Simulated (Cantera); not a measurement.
Input (Python, Cantera) and output of one run.

```python
import numpy as np
import cantera as ct

gas_names = """
    CL CL2 H HCL H2 Si SiCL SiCL2 SiCL3 SiCL4 SiH SiHCL3 SiH2 SiH2CL2 SiH3 SiH3CL SiH4 Si2 Si3
""".split()
cond_names = """
    Si(cr) Si(L)
""".split()


# ... load() reads the species with a 1 bar reference pressure and builds the phases ...
atoms = {
    'Si2Cl6': {'Si': 2, 'CL': 6},
    'HCl': {'H': 1, 'CL': 1},
    'H2': {'H': 2},
}
top_T = {}  # K; cautious upper limits of use, not melting points


# ... equilibrate(T, P, feed) seeds the gas with the atoms and calls Mixture.equilibrate('TP', solver="vcs", rtol=1e-11, max_steps=5000) ...
results = []
feed = {'Si2Cl6': 1, 'HCl': 4.6, 'H2': 110}  # mol
P = 71000  # Pa
for T in [800, 875, 950, 1025, 1100, 1175, 1250, 1325, 1400, 1475, 1550]:
    mix = equilibrate(T, P, feed)
    results.append((T, P, feed, dict(zip(mix.species_names, mix.species_moles))))
    x = sorted(zip(gas.X, gas.species_names), reverse=True)
    print(f"T = {T:g} K  P = {P:g} Pa  gas = {mix.phase_moles(0):.4g} mol")
    print("   x: " + "  ".join(f"{s} {v:.3e}" for v, s in x if v > 1e-05))
    print("   condensed (mol): " + ("  ".join(f"{mix.phase(i).name} {mix.phase_moles(i):.4g}"
          for i in range(1, mix.n_phases) if mix.phase_moles(i) > 1e-12) or "none"))
```

Output:

```
T = 800 K  P = 71000 Pa  gas = 115.6 mol
   x: H2 9.596e-01  HCL 2.312e-02  SiCL4 1.667e-02  SiHCL3 6.255e-04
   condensed (mol): none
T = 875 K  P = 71000 Pa  gas = 115.6 mol
   x: H2 9.588e-01  HCL 2.391e-02  SiCL4 1.589e-02  SiHCL3 1.394e-03  SiH2CL2 1.119e-05
   condensed (mol): none
T = 950 K  P = 71000 Pa  gas = 115.6 mol
   x: H2 9.575e-01  HCL 2.517e-02  SiCL4 1.467e-02  SiHCL3 2.559e-03  SiH2CL2 4.530e-05  SiCL3 2.742e-05
   condensed (mol): none
T = 1025 K  P = 71000 Pa  gas = 115.6 mol
   x: H2 9.558e-01  HCL 2.690e-02  SiCL4 1.304e-02  SiHCL3 3.983e-03  SiH2CL2 1.349e-04  SiCL3 1.151e-04  SiCL2 2.120e-05
   condensed (mol): none
T = 1100 K  P = 71000 Pa  gas = 115.6 mol
   x: H2 9.535e-01  HCL 2.916e-02  SiCL4 1.110e-02  SiHCL3 5.352e-03  SiCL3 3.636e-04  SiH2CL2 3.094e-04  SiCL2 1.657e-04
   condensed (mol): none
T = 1175 K  P = 71000 Pa  gas = 115.7 mol
   x: H2 9.504e-01  HCL 3.231e-02  SiCL4 8.852e-03  SiHCL3 6.139e-03  SiCL3 8.777e-04  SiCL2 8.505e-04  SiH2CL2 5.460e-04  SiH3CL 1.319e-05
   condensed (mol): none
T = 1250 K  P = 71000 Pa  gas = 116 mol
   x: H2 9.458e-01  HCL 3.693e-02  SiCL4 6.319e-03  SiHCL3 5.758e-03  SiCL2 2.839e-03  SiCL3 1.583e-03  SiH2CL2 7.140e-04  SiH3CL 2.457e-05
   condensed (mol): none
T = 1325 K  P = 71000 Pa  gas = 116.5 mol
   x: H2 9.391e-01  HCL 4.456e-02  SiCL2 5.793e-03  SiHCL3 4.102e-03  SiCL4 3.802e-03  SiCL3 2.014e-03  SiH2CL2 6.351e-04  SiH3CL 2.780e-05
   condensed (mol): Si(cr) 0.0926
T = 1400 K  P = 71000 Pa  gas = 116.9 mol
   x: H2 9.326e-01  HCL 5.213e-02  SiCL2 8.598e-03  SiHCL3 2.365e-03  SiCL3 1.945e-03  SiCL4 1.868e-03  SiH2CL2 4.505e-04  SiH3CL 2.469e-05
   condensed (mol): Si(cr) 0.2166
T = 1475 K  P = 71000 Pa  gas = 117.2 mol
   x: H2 9.286e-01  HCL 5.660e-02  SiCL2 1.086e-02  SiCL3 1.577e-03  SiHCL3 1.210e-03  SiCL4 7.791e-04  SiH2CL2 2.948e-04  SiH3CL 2.099e-05  H 1.483e-05
   condensed (mol): Si(cr) 0.2712
T = 1550 K  P = 71000 Pa  gas = 117.4 mol
   x: H2 9.266e-01  HCL 5.867e-02  SiCL2 1.238e-02  SiCL3 1.160e-03  SiHCL3 5.884e-04  SiCL4 3.030e-04  SiH2CL2 1.864e-04  H 3.598e-05  SiH3CL 1.749e-05
   condensed (mol): Si(cr) 0.2811
```

These are equilibrium values from Cantera (NASA tables, ideal gas, pure condensed phases), not measurements of a reactor. The feed counts by its element totals alone. The tables' values for SiCl3 are old estimates; treat these amounts as uncertain.
